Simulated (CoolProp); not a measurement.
Properties of R1132(E) along the isobar 4440 kPa.

Model: reference Helmholtz-energy equation of state, Akasaka 2024, in CoolProp.

| T (K) | phase | density (kg/m³) | cp (kJ/(kg K)) | speed of sound (m/s) | Joule-Thomson coefficient (K/MPa) |
|---|---|---|---|---|---|
| 324.3 | liquid | 817.4 | 2.219 | 374.5 | 0.7149 |
| 330.6 | liquid | 777.0 | 2.460 | 328.4 | 1.068 |
| 336.9 | liquid | 724.0 | 2.991 | 273.2 | 1.730 |
| 343.2 | gas | 194.5 | ___ | 149.0 | ___ |
| 349.5 | gas | 167.7 | ___ | 161.5 | ___ |
| 355.8 | gas | 152.4 | 1.998 | 170.5 | 11.98 |
| 362.1 | gas | 141.6 | 1.792 | 178.0 | 11.07 |
| 368.4 | gas | 133.2 | 1.666 | 184.4 | 10.29 |
| 374.8 | gas | 126.3 | 1.580 | 190.2 | 9.607 |
| 381.1 | gas | 120.6 | 1.520 | 195.4 | 9.015 |
| 387.4 | gas | 115.7 | 1.476 | 200.2 | ___ |
| 393.7 | gas | 111.3 | 1.444 | 204.6 | 8.014 |
| 400 | gas | ___ | 1.419 | ___ | 7.585 |

Fill in the missing entries.


- 343.2, cp (kJ/(kg K)): 3.635
- 343.2, Joule-Thomson coefficient (K/MPa): 14.50
- 349.5, cp (kJ/(kg K)): 2.398
- 349.5, Joule-Thomson coefficient (K/MPa): 13.09
- 387.4, Joule-Thomson coefficient (K/MPa): 8.488
- 400, density (kg/m³): 107.5
- 400, speed of sound (m/s): 208.8
